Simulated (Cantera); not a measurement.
Mixture: CH4 : C2H6 : O2 : N2 = 1 : 0.084 : 1.04 : 6.57 (molar parts), at 32.0 bar, adiabatic and at constant volume. Ignition delay is the time to a rise of 400 K.

Model: GRI-Mech 3.0 (53 species, 325 reactions), integrated in Cantera. The pressure lies above the range GRI-Mech 3.0 was tuned for (to about 10 atm).

Q: What does this change do: CH4 1 to 1.3 parts?

A: 
| quantity | before | after |
|---|---|---|
| delay at 1100 K | 1.71 ms | 1.87 ms |
| delay at 1250 K | 0.332 ms | 0.429 ms |
| delay at 1400 K | 98.1 µs | 0.131 ms |
| delay at 1550 K | 31.0 µs | 40.3 µs |
| delay at 1700 K | 10.1 µs | 12.7 µs |
| apparent activation energy between 1625 and 1775 K | 170 kJ/mol | 180 kJ/mol |

Q: What does this change do: N2 6.57 to 3.2 parts?

A: 
```json
[
 {"quantity": "delay at 1100 K", "before": "1.71 ms", "after": "1.13 ms"},
 {"quantity": "delay at 1250 K", "before": "0.332 ms", "after": "0.195 ms"},
 {"quantity": "delay at 1400 K", "before": "98.1 µs", "after": "52.3 µs"},
 {"quantity": "delay at 1550 K", "before": "31.0 µs", "after": "16.0 µs"},
 {"quantity": "delay at 1700 K", "before": "10.1 µs", "after": "5.29 µs"},
 {"quantity": "apparent activation energy between 1625 and 1775 K", "before": "170 kJ/mol", "after": "170 kJ/mol"}
]
```
